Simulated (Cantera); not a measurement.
Charge: 1 mol Si, 24 mol HCl, 0.35 mol N2, held at 1100 °C and 14.0 Pa.

Cantera equilibrium calculation (NASA polynomials, part measured and part estimated; ideal gas, pure solids and liquids). The tables' values for SiCl3 are old estimates; treat these amounts as uncertain. Equilibrium is a limit: real reactors are often held back by kinetics, nucleation or transport.

```tsv
species	before	after
HCl	0.889	0.872
H2	0.0544	0.0707
SiCl4	0.00892	0.0247
SiCl2	0.0256	0.0100
N2	0.0145	0.0148
SiHCl3	3.46e-5	0.000127
Cl	0.000890	0.000248
H	6.58e-5	2.43e-5
SiCl3	0.00703	0.00733
```
Gas species are given as mole fractions.

Q: Name the change that produced these shifts.
(A) pressure from 14.0 Pa to 3.00 Pa
(B) pressure from 14.0 Pa to 1.33 mbar
(C) HCl from 24 to 3.3 mol
(D) temperature from 1100 °C to 300 °C

A: B, pressure from 14.0 Pa to 1.33 mbar
